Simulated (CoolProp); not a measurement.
Properties of oxygen along the isotherm 273.2 K (Tc = 154.6 K, pc = 5.046 MPa, ω = 0.022).

Values from CoolProp's reference Helmholtz-energy equation of state, Schmidt 1985.

```tsv
p (MPa)	phase	cp (kJ/(kg K))	isothermal compressibility (1/MPa)
0.00798	gas	0.9149	125.3
0.0182	gas	0.9151	54.95
0.0413	gas	0.9155	24.22
0.0941	gas	0.9166	10.64
0.214	gas	0.9189	4.682
0.487	gas	0.9243	2.063
1.11	gas	0.9368	0.9103
2.52	gas	0.9663	0.4059
```
